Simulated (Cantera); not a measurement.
What does this Cantera script print?

```python
import numpy as np
import cantera as ct

gas_names = """
    H HO2 H2 H2O H2O2 Nb NbO NbO2 O OH O2 O3
""".split()
cond_names = """
    H2O(s) H2O(L) Nb(cr) Nb(L) NbO(s) NbO(L) NbO2(I) NbO2(II) NbO2(III) NbO2(L) Nb2O5(s) Nb2O5(L)
""".split()


# ... load() reads the species with a 1 bar reference pressure and builds the phases ...
atoms = {
    'Nb': {'Nb': 1},
    'O2': {'O': 2},
    'H2': {'H': 2},
}
top_T = {}  # K; cautious upper limits of use, not melting points


# ... equilibrate(T, P, feed) seeds the gas with the atoms and calls Mixture.equilibrate('TP', solver="vcs", rtol=1e-11, max_steps=5000) ...
results = []
feed = {'Nb': 1, 'O2': 0.21, 'H2': 3.3}  # mol
P = 1.5  # Pa
for T in [1948, 1998, 2048, 2098, 2148, 2198, 2248, 2298, 2348, 2398]:
    mix = equilibrate(T, P, feed)
    results.append((T, P, feed, dict(zip(mix.species_names, mix.species_moles))))
    x = sorted(zip(gas.X, gas.species_names), reverse=True)
    print(f"T = {T:g} K  P = {P:g} Pa  gas = {mix.phase_moles(0):.4g} mol")
    print("   x: " + "  ".join(f"{s} {v:.3e}" for v, s in x if v > 1e-05))
    print("   condensed (mol): " + ("  ".join(f"{mix.phase(i).name} {mix.phase_moles(i):.4g}"
          for i in range(1, mix.n_phases) if mix.phase_moles(i) > 1e-12) or "none"))
```

It prints:

```
T = 1948 K  P = 1.5 Pa  gas = 3.847 mol
   x: H2 7.322e-01  H 2.497e-01  NbO2 1.321e-02  NbO 4.052e-03  H2O 8.562e-04  OH 2.641e-05
   condensed (mol): Nb(cr) 0.6343  NbO(s) 0.2993
T = 1998 K  P = 1.5 Pa  gas = 4.165 mol
   x: H2 6.273e-01  H 3.280e-01  NbO2 3.358e-02  NbO 1.010e-02  H2O 9.359e-04  OH 4.870e-05  O 1.862e-05
   condensed (mol): Nb(cr) 0.724  NbO(s) 0.09402
T = 2048 K  P = 1.5 Pa  gas = 4.485 mol
   x: H2 5.255e-01  H 4.191e-01  NbO2 3.820e-02  NbO 1.646e-02  H2O 6.769e-04  OH 5.880e-05  O 3.386e-05
   condensed (mol): Nb(cr) 0.7548
T = 2098 K  P = 1.5 Pa  gas = 4.811 mol
   x: H 5.187e-01  H2 4.261e-01  NbO2 3.209e-02  NbO 2.258e-02  H2O 4.116e-04  OH 5.944e-05  O 5.161e-05
   condensed (mol): Nb(cr) 0.7369
T = 2148 K  P = 1.5 Pa  gas = 5.184 mol
   x: H 6.164e-01  H2 3.281e-01  NbO 2.958e-02  NbO2 2.554e-02  H2O 2.335e-04  O 7.480e-05  OH 5.647e-05
   condensed (mol): Nb(cr) 0.7142
T = 2198 K  P = 1.5 Pa  gas = 5.575 mol
   x: H 7.040e-01  H2 2.397e-01  NbO 3.688e-02  NbO2 1.909e-02  H2O 1.229e-04  O 1.029e-04  OH 5.023e-05  Nb 1.925e-05
   condensed (mol): Nb(cr) 0.6879
T = 2248 K  P = 1.5 Pa  gas = 5.946 mol
   x: H 7.755e-01  H2 1.671e-01  NbO 4.372e-02  NbO2 1.334e-02  O 1.340e-04  H2O 6.025e-05  Nb 4.660e-05  OH 4.187e-05
   condensed (mol): Nb(cr) 0.6605
T = 2298 K  P = 1.5 Pa  gas = 6.262 mol
   x: H 8.291e-01  H2 1.124e-01  NbO 4.938e-02  NbO2 8.735e-03  O 1.659e-04  Nb 1.085e-04  OH 3.294e-05  H2O 2.778e-05
   condensed (mol): Nb(cr) 0.6354
T = 2348 K  P = 1.5 Pa  gas = 6.505 mol
   x: H 8.667e-01  H2 7.389e-02  NbO 5.349e-02  NbO2 5.418e-03  Nb 2.437e-04  O 1.964e-04  OH 2.476e-05  H2O 1.228e-05
   condensed (mol): Nb(cr) 0.6152
T = 2398 K  P = 1.5 Pa  gas = 6.681 mol
   x: H 8.918e-01  NbO 5.614e-02  H2 4.806e-02  NbO2 3.242e-03  Nb 5.286e-04  O 2.247e-04  OH 1.807e-05
   condensed (mol): Nb(cr) 0.5998
```

These are equilibrium values from Cantera (NASA tables, ideal gas, pure condensed phases), not measurements of a reactor. Mutual solubility and eutectic melting of coexisting phases are not modelled. NbO: taken at fixed stoichiometry. Condensed phases not in the tables: N, O or C dissolved in the metal.
